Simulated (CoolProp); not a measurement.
Properties of R113 at several states (Tc = 487.2 K, pc = 3.392 MPa, ω = 0.253).

Values from CoolProp's reference Helmholtz-energy equation of state, Marx 1992.

```tsv
T (K)	p (MPa)	phase	Z	speed of sound (m/s)	isothermal compressibility (1/MPa)
308.6	0.0109	gas	0.9952	?	92.18
269.9	8.87	liquid	?	?	?
288.9	14.1	liquid	?	?	?
```

Task: Fill in the missing entries.

Result: 
- 308.6, speed of sound (m/s): 120.7
- 269.9, Z: 0.4495
- 269.9, speed of sound (m/s): 833.4
- 269.9, isothermal compressibility (1/MPa): 0.001195
- 288.9, Z: 0.6799
- 288.9, speed of sound (m/s): 795.6
- 288.9, isothermal compressibility (1/MPa): 0.001312
